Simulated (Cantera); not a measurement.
An adiabatic, constant-pressure homogeneous reactor starts with CH₄ : O₂ : N₂ : CO₂ = 1 : 2.86 : 10.7 : 0.93 (molar parts), equivalence ratio 0.70, at 1125 K and 1350 Torr. Integrator tolerance rtol = 1e-08.

Model: GRI-Mech 3.0 (53 species, 325 reactions), integrated in Cantera.

Task: What does this change do: constant volume in place of constant pressure?

Result: 
| quantity | before | after |
|---|---|---|
| time of steepest temperature rise | 72.1 ms | 70.0 ms |
| temperature at 0.300 s | 2325 K | 2536 K |
| equilibrium temperature | 2325 K | 2536 K |
| x(CH₄) at 0.300 s | <1e-12 (gas-phase equilibrium <1e-12) | <1e-12 (gas-phase equilibrium <1e-12) |
| x(O₂) at 0.300 s | 0.0527 (gas-phase equilibrium 0.0527) | 0.0526 (gas-phase equilibrium 0.0526) |
| x(CO₂) at 0.300 s | 0.119 (gas-phase equilibrium 0.119) | 0.113 (gas-phase equilibrium 0.113) |
| x(H₂O₂) at 0.300 s | 1.81e-7 (gas-phase equilibrium 1.81e-7) | 4.28e-7 (gas-phase equilibrium 4.28e-7) |
| x(OH) at 0.300 s | 0.00549 (gas-phase equilibrium 0.00549) | 0.00886 (gas-phase equilibrium 0.00886) |
| x(C₂H₆) at 0.300 s | <1e-12 (gas-phase equilibrium <1e-12) | <1e-12 (gas-phase equilibrium <1e-12) |

Task: What does this change do: pressure from 1350 Torr to 7500 Torr?

Result: 
```
quantity                                                            before                                    after
---------------------------------  ---------------------------------------  ---------------------------------------
time of steepest temperature rise                                  72.1 ms                                  11.4 ms
temperature at 0.300 s                                              2325 K                                   2354 K
equilibrium temperature                                             2325 K                                   2354 K
x(CH₄) at 0.300 s                    <1e-12 (gas-phase equilibrium <1e-12)    <1e-12 (gas-phase equilibrium <1e-12)
x(O₂) at 0.300 s                     0.0527 (gas-phase equilibrium 0.0527)    0.0517 (gas-phase equilibrium 0.0517)
x(CO₂) at 0.300 s                      0.119 (gas-phase equilibrium 0.119)      0.121 (gas-phase equilibrium 0.121)
x(H₂O₂) at 0.300 s                 1.81e-7 (gas-phase equilibrium 1.81e-7)  4.58e-7 (gas-phase equilibrium 4.58e-7)
x(OH) at 0.300 s                   0.00549 (gas-phase equilibrium 0.00549)  0.00397 (gas-phase equilibrium 0.00397)
x(C₂H₆) at 0.300 s                   <1e-12 (gas-phase equilibrium <1e-12)    <1e-12 (gas-phase equilibrium <1e-12)
```
